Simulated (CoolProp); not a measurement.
n-perfluorohexane at 293.15 K and 0.298 MPa is throttled through a valve to 0.0695 MPa with no heat exchange. Each further row changes one setting.

The numbers come from the reference Helmholtz-energy equation of state, Gao 2022 in CoolProp.

```
case                        temperature change (K)  final phase  final density (kg/m³)
--------------------------  ----------------------  -----------  ---------------------
as stated                                     +0.1       liquid                   1690
outlet pressure 0.0209 MPa                     ___          ___                    ___
outlet pressure 0.0904 MPa                    +0.1       liquid                   1690
```

### Question
Fill in the missing entries.

### Answer

- outlet pressure 0.0209 MPa, temperature change (K): -2.6
- outlet pressure 0.0209 MPa, final phase: two-phase, vapour fraction 0.029
- outlet pressure 0.0209 MPa, final density (kg/m³): 98.0
